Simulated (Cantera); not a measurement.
An isothermal, constant-pressure homogeneous reactor starts with C2H6 : N2 = 1 : 20 (molar parts), at 1648 K and 20.0 Torr. Integrator tolerance rtol = 1e-08.

Cantera simulation using GRI-Mech 3.0 (53 species, 325 reactions); the numbers are that mechanism's predictions, not measurements. GRI-Mech 3.0 stops at C3 and has no aromatics, soot or wall deposition, so with more carbon than oxygen in the feed, carbon stays in small species such as C2H2 where larger ones or solid carbon would form. Radical loss at walls, strong at low pressure, is not modelled.

| quantity | before | after |
|---|---|---|
| x(C2H6) at 10.0 s | 5.11e-9 (gas-phase equilibrium 1.66e-11) | 7.59e-9 (gas-phase equilibrium 4.16e-12) |
| x(H) at 10.0 s | 0.000158 (gas-phase equilibrium 0.000162) | 0.000212 (gas-phase equilibrium 0.000229) |
| x(CH4) at 10.0 s | 0.000350 (gas-phase equilibrium 1.58e-5) | 0.000447 (gas-phase equilibrium 7.92e-6) |
| x(CH3) at 10.0 s | 1.30e-5 (gas-phase equilibrium 5.99e-7) | 2.23e-5 (gas-phase equilibrium 4.24e-7) |
| x(CH2) at 10.0 s | 2.32e-8 (gas-phase equilibrium 1.10e-9) | 5.34e-8 (gas-phase equilibrium 1.10e-9) |
| x(C2H4) at 10.0 s | 7.49e-6 (gas-phase equilibrium 2.32e-6) | 4.04e-6 (gas-phase equilibrium 1.16e-6) |
| x(HCN) at 10.0 s | 1.31e-5 (gas-phase equilibrium 0.0596) | 1.63e-5 (gas-phase equilibrium 0.0596) |

Q: Name the change that produced these shifts.
A) temperature 1648 to 1750 K
B) temperature 1648 to 1873 K
C) pressure from 20.0 Torr to 10.00 Torr
D) N2 20 to 45 parts

A: C, pressure from 20.0 Torr to 10.00 Torr
